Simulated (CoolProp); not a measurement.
R22 along the isobar 0.817 MPa: Z from the reference equation and from simpler models built on Tc = 369.3 K, pc = 4.990 MPa, ω = 0.221; each cubic takes its own stable root.

The numbers come from the reference Helmholtz-energy equation of state, Kamei 1995 in CoolProp.

| T (K) | phase | reference | Pitzer virial | Peng-Robinson |
|---|---|---|---|---|
| 364.6 | gas | 0.9385 | 0.9408 | 0.9332 |
| 374.3 | gas | 0.9441 | 0.9459 | 0.9387 |
| 384 | gas | 0.9491 | 0.9504 | 0.9436 |
| 393.7 | gas | 0.9535 | 0.9545 | 0.9480 |
| 403.3 | gas | 0.9574 | 0.9582 | 0.9520 |
| 413 | gas | 0.9609 | 0.9615 | 0.9557 |
| 422.7 | gas | 0.9641 | 0.9646 | 0.9591 |
| 432.3 | gas | 0.9670 | 0.9673 | 0.9621 |
| 442 | gas | 0.9696 | 0.9698 | 0.9649 |
| 451.7 | gas | 0.9720 | 0.9721 | 0.9675 |
| 461.3 | gas | 0.9741 | 0.9742 | 0.9698 |
| 471 | gas | 0.9761 | 0.9761 | 0.9720 |
| 480.7 | gas | 0.9780 | 0.9779 | 0.9740 |
| 490.3 | gas | 0.9796 | 0.9795 | 0.9759 |
| 500 | gas | 0.9812 | 0.9810 | 0.9776 |
